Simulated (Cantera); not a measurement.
Charge: 1 mol Si, 5.4 mol F₂, held at 1448.15 K and 0.140 bar.

Cantera equilibrium calculation (NASA polynomials, part measured and part estimated; ideal gas, pure solids and liquids). Candidate condensed phases: Si; 9 gas species. Equilibrium is a limit: real reactors are often held back by kinetics, nucleation or transport.

Base state: F 0.847, SiF₄ 0.131, F₂ 0.0218 (mole fractions); condensed: gas only.

Problem. What changes in the equilibrium state with this change: temperature from 1448.15 K to 950 K?

Solution. 
```json
[
 {"species": "F₂", "before": "0.0218", "after": "0.661"},
 {"species": "SiF₄", "before": "0.131", "after": "0.213"},
 {"species": "F", "before": "0.847", "after": "0.127"}
]
```
